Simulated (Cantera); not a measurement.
## Moist CO burnout

An isothermal, constant-pressure homogeneous reactor starts with CO : O2 : H2O : N2 = 0.0074 : 0.0087 : 0.00021 : 1 (molar parts), equivalence ratio 0.43, at 1023 K and 75.0 Torr.

Model: GRI-Mech 3.0 (53 species, 325 reactions), integrated in Cantera.

```json
[
 {"t (s)": "2.00e-6", "x CO": "0.00728", "x O2": "0.00856", "x H2O": "0.000207", "x NO": "<1e-12", "x H2": "<1e-12", "x HO2": "<1e-12"},
 {"t (s)": "9.35e-6", "x CO": "0.00728", "x O2": "0.00856", "x H2O": "0.000207", "x NO": "<1e-12", "x H2": "<1e-12", "x HO2": "<1e-12"},
 {"t (s)": "4.37e-5", "x CO": "0.00728", "x O2": "0.00856", "x H2O": "0.000207", "x NO": "<1e-12", "x H2": "<1e-12", "x HO2": "<1e-12"},
 {"t (s)": "0.000205", "x CO": "0.00728", "x O2": "0.00856", "x H2O": "0.000207", "x NO": "<1e-12", "x H2": "<1e-12", "x HO2": "<1e-12"},
 {"t (s)": "0.000956", "x CO": "0.00728", "x O2": "0.00856", "x H2O": "0.000207", "x NO": "<1e-12", "x H2": "<1e-12", "x HO2": "<1e-12"},
 {"t (s)": "0.00447", "x CO": "0.00728", "x O2": "0.00856", "x H2O": "0.000207", "x NO": "<1e-12", "x H2": "<1e-12", "x HO2": "<1e-12"},
 {"t (s)": "0.0209", "x CO": "0.00728", "x O2": "0.00856", "x H2O": "0.000207", "x NO": "<1e-12", "x H2": "<1e-12", "x HO2": "1.02e-12"},
 {"t (s)": "0.0978", "x CO": "0.00728", "x O2": "0.00856", "x H2O": "0.000207", "x NO": "<1e-12", "x H2": "1.37e-12", "x HO2": "6.73e-11"},
 {"t (s)": "0.457", "x CO": "0.00728", "x O2": "0.00856", "x H2O": "0.000207", "x NO": "<1e-12", "x H2": "3.17e-9", "x HO2": "4.23e-8"},
 {"t (s)": "2.14", "x CO": "0.000757", "x O2": "0.00528", "x H2O": "0.000195", "x NO": "2.08e-7", "x H2": "3.54e-6", "x HO2": "1.48e-7"},
 {"t (s)": "10.0", "x CO": "2.44e-5", "x O2": "0.00495", "x H2O": "0.000207", "x NO": "2.21e-7", "x H2": "1.09e-7", "x HO2": "3.47e-8"}
]
```
x: mole fraction; the columns are a selection and need not sum to one.

Equilibrium at this temperature and pressure: CO 4.33e-11, O2 0.00493, H2O 0.000207, NO 6.91e-6, H2 1.61e-12, HO2 2.05e-12 (gas phase only).
